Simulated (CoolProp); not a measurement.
A single-stage vapour-compression cycle with n-butane: evaporating at 327.15 K (dew point), condensing at 355.15 K (bubble point), superheat 5 K, subcooling 0 K, compressor efficiency 0.8, no pressure losses. Each further row changes one setting.

Computed with CoolProp (reference Helmholtz-energy equation of state, Bücker 2006).

| case | cooling COP | pressure ratio | discharge temperature (K) | refrigerating effect (kJ/kg) | volumetric capacity (kJ/m³) |
|---|---|---|---|---|---|
| as stated | ___ | 1.92 | 357.7 | 262 | 3470 |
| evaporating temperature 332.15 K | ___ | ___ | 358.1 | 269 | 4030 |
| condensing temperature 350.15 K | ___ | 1.72 | 353.3 | 276 | 3660 |
| subcooling 5 K | 8.25 | 1.92 | 357.7 | 276 | 3660 |
| superheat 15 K | 8.03 | 1.92 | 367.4 | 283 | 3570 |
| compressor efficiency 0.7 | 6.85 | 1.92 | 359.8 | 262 | 3470 |

### Question
Some entries are withheld; supply them.

### Answer

- as stated, cooling COP: 7.83
- evaporating temperature 332.15 K, cooling COP: 9.92
- evaporating temperature 332.15 K, pressure ratio: 1.70
- condensing temperature 350.15 K, cooling COP: 9.87
